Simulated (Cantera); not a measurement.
What does this Cantera script print?

```python
import numpy as np
import cantera as ct

gas_names = [...]  # 109 gases of nasa_gas.yaml made of C, Cl, H, Si
cond_names = """
    C(gr) C6H6(L) C7H8(L) C8H18(L),n-octa Si(cr) Si(L) SiC(b)
""".split()


# ... load() reads the species with a 1 bar reference pressure and builds the phases ...
atoms = {
    'SiHCl3': {'Si': 1, 'H': 1, 'CL': 3},
    'HCl': {'H': 1, 'CL': 1},
    'H2': {'H': 2},
    'C2H4': {'C': 2, 'H': 4},
}
top_T = {'C(gr)': 4500, 'SiC(b)': 3050}  # K; cautious upper limits of use, not melting points


# ... equilibrate(T, P, feed) seeds the gas with the atoms and calls Mixture.equilibrate('TP', solver="vcs", rtol=1e-11, max_steps=5000) ...
results = []
feed = {'SiHCl3': 1, 'HCl': 0.11, 'H2': 1200, 'C2H4': 0.014}  # mol
T = 1398.15  # K
P = 110  # Pa
mix = equilibrate(T, P, feed)
results.append((T, P, feed, dict(zip(mix.species_names, mix.species_moles))))
x = sorted(zip(gas.X, gas.species_names), reverse=True)
print(f"T = {T:g} K  P = {P:g} Pa  gas = {mix.phase_moles(0):.4g} mol")
print("   x: " + "  ".join(f"{s} {v:.3e}" for v, s in x if v > 0.001))
print("   condensed (mol): " + ("  ".join(f"{mix.phase(i).name} {mix.phase_moles(i):.4g}"
      for i in range(1, mix.n_phases) if mix.phase_moles(i) > 1e-12) or "none"))
```

It prints:

```
T = 1398.15 K  P = 110 Pa  gas = 1202 mol
   x: H2 9.973e-01  HCL 2.548e-03
   condensed (mol): Si(cr) 0.9474  SiC(b) 0.02797
```

Cantera equilibrium calculation (NASA polynomials, part measured and part estimated; ideal gas, pure solids and liquids). Mutual solubility and eutectic melting of coexisting phases are not modelled.
